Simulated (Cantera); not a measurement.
**Catalytic combustion on Pt**

An isothermal plug-flow reactor at 873 K and 101000 Pa (inlet), inlet velocity 0.087 m/s, active area per volume 440 1/m; feed 0.951 % CO, 9.62 % O2, 89.4 % N2.

Computed with Cantera and Deutschmann's 1995 Pt surface mechanism with GRI-Mech 3.0 gas chemistry. Catalytic surfaces can have several steady states; this one follows from the mechanism file's or the stated starting coverage. Mass transfer to the wall is taken as infinitely fast.

```tsv
z (m)	x CO	x O2	x H2O	x CO2	θ free Pt	θ O*
4e-05	0.00208	0.0928	<1e-12	0.00747	0.0991	0.900
6.7e-05	0.00138	0.0925	<1e-12	0.00817	0.0925	0.907
0.00011	0.000772	0.0923	<1e-12	0.00878	0.0879	0.912
0.00019	0.000287	0.0920	<1e-12	0.00927	0.0848	0.915
0.00031	6.99e-5	0.0919	<1e-12	0.00948	0.0835	0.917
0.00052	6.16e-6	0.0919	<1e-12	0.00955	0.0831	0.917
0.00087	1.09e-7	0.0919	<1e-12	0.00955	0.0831	0.917
0.0014	2.41e-10	0.0919	<1e-12	0.00955	0.0831	0.917
0.0024	<1e-12	0.0919	<1e-12	0.00955	0.0831	0.917
0.004	<1e-12	0.0919	<1e-12	0.00955	0.0831	0.917
```
x: gas mole fraction; θ: surface coverage.
